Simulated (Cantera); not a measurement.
A Cantera script and its output.

```python
import numpy as np
import cantera as ct

gas = ct.Solution("gri30.yaml")
gas.TPX = 1548, 500000, {'CO': 1, 'H2': 0.17, 'CH4': 0.54, 'O2': 4.76, 'N2': 17.9}
reactor = ct.IdealGasReactor(gas, energy="on", clone=False)
net = ct.ReactorNet([reactor])
net.rtol, net.atol = 1e-08, 1e-16
show = ['CO', 'H2', 'CH4', 'C2H', 'H']
times = np.geomspace(6e-06, 2, 14)

steps = ct.SolutionArray(gas, extra=["t"])
rows = []
print(f"{'t/s':>10s}{'T/K':>9s}{'P/Pa':>11s}" + "".join(f"{s:>11s}" for s in show))
for t in times:
    while net.time < t:
        t_next = net.step()
        steps.append(gas.state, t=t_next)
    rows.append([np.interp(t, steps.t, y) for y in (steps.T, steps.P, *steps(*show).X.T)])
    print(f"{t:10.3e}{rows[-1][0]:9.1f}{rows[-1][1]:11.4g}" + "".join(f"{x:11.3e}" for x in rows[-1][2:]))
rate = np.gradient(steps.T, steps.t)
print("integrator steps:", len(steps.t))
if steps.T.max() > steps.T[0] + 200:
    print(f"time of steepest temperature rise: {steps.t[rate.argmax()]:.4e} s")
gas.TPX = 1548, 500000, {'CO': 1, 'H2': 0.17, 'CH4': 0.54, 'O2': 4.76, 'N2': 17.9}
gas.equilibrate("UV")
print(f"equilibrium (UV): T = {gas.T:.1f} K  " + "  ".join(f"{s} {gas[s].X[0]:.3e}" for s in show))
```

Result:

```
       t/s      T/K       P/Pa         CO         H2        CH4        C2H          H
 6.000e-06   1548.0      5e+05  4.103e-02  6.974e-03  2.215e-02  1.661e-20  1.695e-07
 1.596e-05   1548.2  5.001e+05  4.102e-02  6.953e-03  2.207e-02  4.762e-17  1.127e-06
 4.244e-05   1656.5  5.361e+05  4.387e-02  7.538e-03  1.338e-02  2.044e-09  1.694e-04
 1.129e-04   2515.0   7.96e+05  2.574e-03  3.211e-04  2.660e-19  2.856e-24  1.764e-04
 3.003e-04   2514.9  7.959e+05  2.463e-03  3.130e-04  2.207e-19  1.158e-24  1.696e-04
 7.986e-04   2510.8  7.946e+05  2.423e-03  3.086e-04  2.106e-19  1.048e-24  1.656e-04
 2.124e-03   2502.1  7.917e+05  2.339e-03  2.992e-04  1.899e-19  8.425e-25  1.572e-04
 5.649e-03   2488.9  7.874e+05  2.216e-03  2.854e-04  1.618e-19  6.033e-25  1.452e-04
 1.503e-02   2480.3  7.845e+05  2.138e-03  2.766e-04  1.454e-19  4.830e-25  1.378e-04
 3.997e-02   2479.3  7.842e+05  2.128e-03  2.755e-04  1.435e-19  4.701e-25  1.370e-04
 1.063e-01   2479.3  7.842e+05  2.128e-03  2.755e-04  1.435e-19  4.701e-25  1.370e-04
 2.827e-01   2479.3  7.842e+05  2.128e-03  2.755e-04  1.435e-19  4.701e-25  1.370e-04
 7.520e-01   2479.3  7.842e+05  2.128e-03  2.755e-04  1.435e-19  4.701e-25  1.370e-04
 2.000e+00   2479.3  7.842e+05  2.128e-03  2.755e-04  1.435e-19  4.701e-25  1.370e-04
integrator steps: 1635
time of steepest temperature rise: 4.6431e-05 s
equilibrium (UV): T = 2479.3 K  CO 2.128e-03  H2 2.755e-04  CH4 2.163e-19  C2H 5.127e-25  H 1.370e-04
```

Computed with Cantera and GRI-Mech 3.0 (53 species, 325 reactions).
